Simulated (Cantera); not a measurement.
Input: 1 mol HgO, 0.19 mol N2, 7.4 mol H2, held at 375 °C and 1330 Pa.

Equilibrium computed with Cantera from the NASA thermochemical tables; the gas is ideal and each condensed phase is pure. Candidate condensed phases: H2O, Hg, HgO; 25 gas species. Equilibrium is a limit: real reactors are often held back by kinetics, nucleation or transport.

Base state: H2 0.745, H2O 0.116, Hg 0.116, N2 0.0221, NH3 2.45e-5 (mole fractions); condensed: gas only.

Question: What changes in the equilibrium state with this change: pressure from 1330 Pa to 101000 Pa?

Answer: 
```tsv
species	before	after
H2	0.745	0.744
H2O	0.116	0.117
Hg	0.116	0.117
NH3	2.45e-5	0.00182
N2	0.0221	0.0212
```
